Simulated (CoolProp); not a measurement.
Octamethylcyclotetrasiloxane (D4) along the isotherm 620 K: fugacity coefficient from the reference equation and from simpler models built on Tc = 586.5 K, pc = 1347 kPa, ω = 0.598; each cubic takes its own stable root.

Model: reference Helmholtz-energy equation of state, Thol 2015, in CoolProp.

```tsv
p (kPa)	phase	reference	van der Waals	Redlich-Kwong	Soave-Redlich-Kwong	Peng-Robinson
306	gas	…	…	0.9350	0.9391	0.9315
612	gas	0.8742	0.8833	0.8717	0.8799	0.8659
919	gas	0.8133	0.8248	0.8094	0.8220	…
1220	gas	0.7548	0.7666	…	0.7662	0.7431
1530	supercritical	0.6954	0.7034	0.6862	0.7095	0.6836
1840	supercritical	0.6367	0.6339	0.6215	0.6534	0.6260
2140	supercritical	0.5822	0.5775	0.5651	0.6022	0.5744
2450	supercritical	0.5337	0.5328	0.5185	0.5569	0.5290
2760	supercritical	0.4942	…	0.4816	0.5199	0.4919
3060	supercritical	0.4631	…	0.4527	0.4906	…
3370	supercritical	0.4366	0.4489	0.4282	0.4655	0.4370
```

### Question
What belongs in the gaps?

### Answer

- 306, reference: 0.9363
- 306, van der Waals: 0.9414
- 919, Peng-Robinson: 0.8028
- 1220, Redlich-Kwong: 0.7490
- 2760, van der Waals: 0.4979
- 3060, van der Waals: 0.4712
- 3060, Peng-Robinson: 0.4623
